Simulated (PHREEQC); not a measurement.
Make-up at 30 °C: 0.007 mol TMAH, 0.00054 mol K2SiO3 and 4.2e-05 mol K3PO4 per kg of water. Closed to the air; pH follows from the charge balance.

Model: ion-association model, wateq4f.dat, run in PHREEQC.

**Question.** The ionic strength comes out as 0.00830 mol/kgw. What activity coefficients do K+, HPO4-2, OH-, PO4-3, H3SiO4- get?

**Answer.** K+ 0.91, HPO4-2 0.69, OH- 0.91, PO4-3 0.43, H3SiO4- 0.91.

Precipitation was switched off in this run. Complexes and solids missing from the database can't appear. (CH3)4N+ isn't in the database: it is added as a free cation with an ion size of 4 Å. H3PO4, which wateq4f.dat lacks, is added to it with the constant of phreeqc.dat.
